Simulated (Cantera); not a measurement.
# Equilibrium for silicon etching in halogen gases: Si + Cl2 + HCl

Input: 1 mol Si, 1.7 mol Cl2, a varied amount of HCl, held at 1023 K and 0.000120 bar.

Equilibrium computed with Cantera from the NASA thermochemical tables; the gas is ideal and each condensed phase is pure. Candidate condensed phases: Si; 19 gas species. The tables' values for SiCl3 are old estimates; treat these amounts as uncertain. Kinetics and transport are ignored.

From 2.2 mol HCl to 25 mol HCl nothing is condensed. The main Si-bearing gas is SiCl4 throughout.

```tsv
n(HCl) (mol)	log p HCl	log p SiCl4	log p H2	log p SiCl3	log p SiCl2	log p SiHCl3
2.2	-4.18	-4.39	-4.92	-6.38	-7.05	-7.21
3	-4.11	-4.49	-5.02	-6.60	-7.39	-7.48
4.1	-4.06	-4.61	-5.13	-6.82	-7.71	-7.75
5.5	-4.02	-4.72	-5.24	-7.02	-8.00	-8.01
7.5	-4.00	-4.84	-5.36	-7.23	-8.30	-8.28
10	-3.98	-4.95	-5.48	-7.42	-8.56	-8.52
14	-3.96	-5.09	-5.61	-7.64	-8.87	-8.81
19	-3.95	-5.22	-5.74	-7.84	-9.14	-9.08
25	-3.94	-5.33	-5.86	-8.02	-9.39	-9.32
```
log p: log10 of the partial pressure in bar; nothing condenses.
